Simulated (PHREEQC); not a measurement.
A solution holds 0.014 mol HNO3 and 0.27 mol CuSO4 per kg of water, at 25 °C. Closed to the air; pH follows from the charge balance.

Model: ion-association model, wateq4f.dat, run in PHREEQC.

Question: The ionic strength comes out as 0.510 mol/kgw. What activity coefficients do H+, Cu+2, HSO4-, SO4-2, NO3- get?

Answer: H+ 0.76, Cu+2 0.25, HSO4- 0.67, SO4-2 0.20, NO3- 0.61.

No solid was allowed to form.
